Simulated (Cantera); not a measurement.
Feed: 1 mol Al2O3, 9.6 mol N2, equilibrated at 3.30 Torr.

Equilibrium computed with Cantera from the NASA thermochemical tables; the gas is ideal and each condensed phase is pure. Candidate condensed phases: Al, AlN, Al2O3; 16 gas species. The numbers say what is thermodynamically allowed, not how fast it happens.

Question: Which condensed phases are stable at each of these points (T (K)): 1648, 1748, 1848, 1948, 2048, 2148, 2248, 2348, 2448, 2548, 2648, 2748, 2848, 2948?

Answer: 
| T (K) | condensed phases | Al condensed (%) |
|---|---|---|
| 1648 | Al2O3(s) | 100.0 |
| 1748 | Al2O3(s) | 100.0 |
| 1848 | Al2O3(s) | 100.0 |
| 1948 | Al2O3(s) | 100.0 |
| 2048 | Al2O3(s) | 100.0 |
| 2148 | Al2O3(s) | 100.0 |
| 2248 | Al2O3(s) | 99.9 |
| 2348 | Al2O3(l) | 99.8 |
| 2448 | Al2O3(l) | 99.3 |
| 2548 | Al2O3(l) | 97.6 |
| 2648 | Al2O3(l) | 93.0 |
| 2748 | Al2O3(l) | 80.3 |
| 2848 | Al2O3(l) | 44.1 |
| 2948 | gas only | 0.0 |

From 1648 K to 2248 K the condensed part is Al2O3(s). From 2348 K to 2848 K the condensed part is Al2O3(l). At 2948 K nothing is condensed.
